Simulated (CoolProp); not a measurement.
Model: reference Helmholtz-energy equation of state, Eisenbach 2021, in CoolProp.

Give the vapour pressure (MPa), liquid density (kg/m³), enthalpy of vaporisation (kJ/kg), liquid cp (kJ/(kg K)) of saturated propylene glycol at 147.85 °C.


```
T (°C)  p (MPa)  liquid density (kg/m³)  enthalpy of vaporisation (kJ/kg)  liquid cp (kJ/(kg K))
------  -------  ----------------------  --------------------------------  ---------------------
147.85   0.0253                     931                               741                   3.16
```
